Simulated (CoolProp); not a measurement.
R21 at 290.11 K and 0.0179 MPa is throttled through a valve to 0.00911 MPa with no heat exchange. Each further row changes one setting.

Computed with CoolProp (reference Helmholtz-energy equation of state, Platzer 1990). This equation is an older, rougher fit.

```
case                         temperature change (K)  final density (kg/m³)
---------------------------  ----------------------  ---------------------
as stated                                      -0.4                  0.390
outlet pressure 0.00273 MPa                    -0.7                  0.117
outlet pressure 0.0118 MPa                     -0.3                  0.506
```
